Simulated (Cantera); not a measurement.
An isothermal, constant-pressure homogeneous reactor starts with 21.3 % CH₄, 78.7 % CO₂, at 1600 K and 1.20 bar.

Detailed kinetics in Cantera: GRI-Mech 3.0 (53 species, 325 reactions).

x: mole fraction; the columns are a selection and need not sum to one.

```json
[
 {"t (s)": "0.00100", "x CH₄": "0.210", "x CO₂": "0.787", "x C₂H₂": "2.70e-5", "x CH₂O": "1.11e-5", "x C₂H₄": "0.000449"},
 {"t (s)": "0.00261", "x CH₄": "0.204", "x CO₂": "0.784", "x C₂H₂": "0.000498", "x CH₂O": "2.15e-5", "x C₂H₄": "0.00226"},
 {"t (s)": "0.00681", "x CH₄": "0.186", "x CO₂": "0.770", "x C₂H₂": "0.00507", "x CH₂O": "2.08e-5", "x C₂H₄": "0.00520"},
 {"t (s)": "0.0178", "x CH₄": "0.154", "x CO₂": "0.731", "x C₂H₂": "0.0195", "x CH₂O": "1.63e-5", "x C₂H₄": "0.00386"},
 {"t (s)": "0.0464", "x CH₄": "0.105", "x CO₂": "0.644", "x C₂H₂": "0.0404", "x CH₂O": "1.48e-5", "x C₂H₄": "0.00210"},
 {"t (s)": "0.121", "x CH₄": "0.0469", "x CO₂": "0.504", "x C₂H₂": "0.0613", "x CH₂O": "1.76e-5", "x C₂H₄": "0.00101"},
 {"t (s)": "0.316", "x CH₄": "___", "x CO₂": "___", "x C₂H₂": "0.0577", "x CH₂O": "___", "x C₂H₄": "___"},
 {"t (s)": "0.825", "x CH₄": "0.0106", "x CO₂": "0.319", "x C₂H₂": "0.0318", "x CH₂O": "3.73e-6", "x C₂H₄": "0.000359"},
 {"t (s)": "2.15", "x CH₄": "0.00667", "x CO₂": "0.262", "x C₂H₂": "0.0103", "x CH₂O": "1.07e-6", "x C₂H₄": "0.000149"},
 {"t (s)": "5.62", "x CH₄": "0.00215", "x CO₂": "0.233", "x C₂H₂": "0.000992", "x CH₂O": "2.25e-7", "x C₂H₄": "1.64e-5"},
 {"t (s)": "14.7", "x CH₄": "9.80e-5", "x CO₂": "0.227", "x C₂H₂": "2.39e-6", "x CH₂O": "3.74e-8", "x C₂H₄": "4.04e-8"},
 {"t (s)": "38.3", "x CH₄": "2.29e-8", "x CO₂": "0.227", "x C₂H₂": "1.18e-12", "x CH₂O": "3.00e-8", "x C₂H₄": "<1e-12"},
 {"t (s)": "100", "x CH₄": "___", "x CO₂": "0.227", "x C₂H₂": "<1e-12", "x CH₂O": "3.00e-8", "x C₂H₄": "<1e-12"}
]
```

Task: Complete the blanks.

Result: 
- 0.316, x CH₄: 0.0152
- 0.316, x CO₂: 0.394
- 0.316, x CH₂O: 1.08e-5
- 0.316, x C₂H₄: 0.000508
- 100, x CH₄: 9.38e-9
